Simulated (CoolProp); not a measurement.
cis-2-butene along the isotherm 455.6 K: density (kg/m³) from the reference equation and from simpler models built on Tc = 435.8 K, pc = 42.36 bar, ω = 0.202; each cubic takes its own stable root.

Values from CoolProp's reference Helmholtz-energy equation of state, Lemmon 2005. It is a short technical equation, of lower accuracy than the large ones.

```
p (bar)          phase  reference  van der Waals  Redlich-Kwong  Soave-Redlich-Kwong  Peng-Robinson
-------  -------------  ---------  -------------  -------------  -------------------  -------------
1.34               gas      2.004          2.002          2.004                2.003          2.006
2.26               gas      3.403          3.396          3.402                3.401          3.408
3.82               gas      5.819          5.800          5.818                5.815          5.834
6.44               gas      10.01          9.956          10.01                9.998          10.06
10.9               gas      17.58          17.41          17.57                17.54          17.71
18.3               gas      31.63          31.09          31.56                31.45          32.01
30.9               gas      62.13          60.31          61.79                61.24          63.23
52.2     supercritical      182.9          201.3          186.3                170.0          180.7
88.1     supercritical      385.5          289.7          339.6                331.9          365.1
149      supercritical      443.0          330.5          405.6                401.1          444.3
251      supercritical      487.8          363.8          460.5                457.6          507.9
424      supercritical      530.3          394.2          512.0                510.0          566.2
```
